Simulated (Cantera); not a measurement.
A perfectly stirred reactor is fed with CH₄ : H₂ : N₂ = 0.02 : 1 : 0.014 (molar parts), at 1330 Pa; it is held at 2550 K, and followed from long to short residence time.

Model: GRI-Mech 3.0 (53 species, 325 reactions), integrated in Cantera. GRI-Mech 3.0 stops at C3 and has no aromatics, soot or wall deposition, so with more carbon than oxygen in the feed, carbon stays in small species such as C2H2 where larger ones or solid carbon would form. Radical loss at walls, strong at low pressure, is not modelled.

Q: Predict: x(CH₄) at τ = 0.410 s; x(H₂) at τ = 0.410 s; x(CH₂) at τ = 0.410 s; x(CH₃) at τ = 0.410 s; x(CH₄) at τ = 8.70 ms; x(H₂) at τ = 8.70 ms; x(CH₂) at τ = 8.70 ms; x(CH₃) at τ = 8.70 ms; x(C₂H₆) at τ = 8.70 ms.

A: 
```
Property                  Value
----------------------  -------
x(CH₄) at τ = 0.410 s   2.90e-5
x(H₂) at τ = 0.410 s      0.850
x(CH₂) at τ = 0.410 s   1.89e-5
x(CH₃) at τ = 0.410 s   7.75e-5
x(CH₄) at τ = 8.70 ms   0.00305
x(H₂) at τ = 8.70 ms      0.943
x(CH₂) at τ = 8.70 ms   9.03e-5
x(CH₃) at τ = 8.70 ms   0.00185
x(C₂H₆) at τ = 8.70 ms  9.47e-8
```
